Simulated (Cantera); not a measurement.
A freely propagating, adiabatic, planar premixed flame of H₂ : O₂ : N₂ : H₂O = 1 : 0.357 : 1.34 : 0.57 (molar parts), equivalence ratio 1.4, unburnt at 400 K and 9.87 atm; mixture-averaged transport, grid criteria slope 0.08 and curve 0.16, no radiation.

Model: the H2/O2 subset of GRI-Mech 3.0, which has no nitrogen chemistry, integrated in Cantera. The hydrogen kinetics of GRI-Mech 3.0 are dated; newer H2 mechanisms differ, most at raised pressure. Burning velocities carry a grid error of a few per cent, more on coarse grids.

What does this change do: N2 1.34 to 1.7 parts?


```csv
quantity,before,after
laminar burning velocity,118 cm/s,71.2 cm/s
thermal thickness,0.0325 mm,0.0433 mm
peak x(H),0.00713,0.00432
peak x(H₂O₂),0.000477,0.000469
peak x(O),0.000461,0.000245
```

What does this change do: inlet temperature 400 to 425 K?


```json
[
 {"quantity": "laminar burning velocity", "before": "118 cm/s", "after": "136 cm/s"},
 {"quantity": "thermal thickness", "before": "0.0325 mm", "after": "0.0315 mm"},
 {"quantity": "peak x(H)", "before": "0.00713", "after": "0.00764"},
 {"quantity": "peak x(H₂O₂)", "before": "0.000477", "after": "0.000463"},
 {"quantity": "peak x(O)", "before": "0.000461", "after": "0.000520"}
]
```
